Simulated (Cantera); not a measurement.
Feed: 1 mol HgO, 5.4 mol N2, 0.039 mol H2, at 550 K and 0.133 bar.

Equilibrium computed with Cantera from the NASA thermochemical tables; the gas is ideal and each condensed phase is pure. Candidate condensed phases: H2O, Hg, HgO; 25 gas species. Rates play no part.

Base state: N2 0.946, Hg 0.0339, O2 0.0135, H2O 0.00683 (mole fractions); condensed: HgO(s).

**Question.** What changes in the equilibrium state with this change: temperature from 550 K to 1125 K?

**Answer.** 
```tsv
species	before	after
N2	0.946	0.780
Hg	0.0339	0.145
O2	0.0135	0.0694
NO	1.08e-9	6.07e-5
H2O	0.00683	0.00564
HgO(s), mol	0.806	0
```

**Question.** What changes in the equilibrium state with this change: HgO replaced by Pb?

**Answer.** 
```tsv
species	before	after
N2	0.946	0.993
H2	<1e-9	0.00716
Hg	0.0339	0
O2	0.0135	0
H2O	0.00683	0
HgO(s), mol	0.806	0
Pb(s), mol	0	1.00
```
Further candidate phases: Pb.
